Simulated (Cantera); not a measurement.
**Catalytic stagnation flow on Pt**

A jet of 5.46 % CH4, 11.6 % O2, 83.0 % N2, equivalence ratio 0.95 at 300 K and 57.0 Torr hits a platinum plate 8.2 cm away at a mass flux of 0.045 kg/m²/s; the plate temperature is set and raised in steps from an oxygen-covered start.

Model: Deutschmann's 1995 Pt surface mechanism with GRI-Mech 3.0 gas chemistry, integrated in Cantera. Catalytic surfaces can have several steady states; this one follows from the mechanism file's or the stated starting coverage.

```csv
plate T (K),wall x CH4,wall x O2,wall x H2O,wall x OH,wall x CO,wall x CO2,θ free Pt,θ O*,θ OH*
850,0.0384,0.0809,0.0305,1.19e-8,1.13e-5,0.0200,0.166,0.833,0.00149
900,0.0264,0.0552,0.0529,4.35e-8,1.16e-5,0.0349,0.252,0.746,0.00183
950,0.0168,0.0349,0.0705,1.31e-7,1.09e-5,0.0467,0.353,0.645,0.00190
1000,0.0110,0.0229,0.0809,3.33e-7,1.05e-5,0.0537,0.456,0.542,0.00176
1050,0.00778,0.0161,0.0868,7.47e-7,1.08e-5,0.0577,0.555,0.443,0.00154
1100,0.00592,0.0122,0.0900,1.53e-6,1.19e-5,0.0599,0.643,0.356,0.00130
```
x: mole fraction at the wall; θ: surface coverage.
